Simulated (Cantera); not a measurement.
An isothermal, constant-pressure homogeneous reactor starts with C2H6 : N2 = 1 : 60 (molar parts), at 1075 K and 1400 Pa.

Detailed kinetics in Cantera: GRI-Mech 3.0 (53 species, 325 reactions). GRI-Mech 3.0 stops at C3 and has no aromatics, soot or wall deposition, so with more carbon than oxygen in the feed, carbon stays in small species such as C2H2 where larger ones or solid carbon would form. Radical loss at walls, strong at low pressure, is not modelled.

Q: Predict: x(C2H6) at 80.0 s; x(CH3) at 80.0 s; x(H2) at 80.0 s; x(H) at 80.0 s.

A: 
- x(C2H6) at 80.0 s: 5.89e-6 (gas-phase equilibrium 6.31e-8)
- x(CH3) at 80.0 s: 1.45e-7 (gas-phase equilibrium 3.13e-8)
- x(H2) at 80.0 s: 0.0207 (gas-phase equilibrium 0.0281)
- x(H) at 80.0 s: 1.01e-7 (gas-phase equilibrium 2.09e-8)
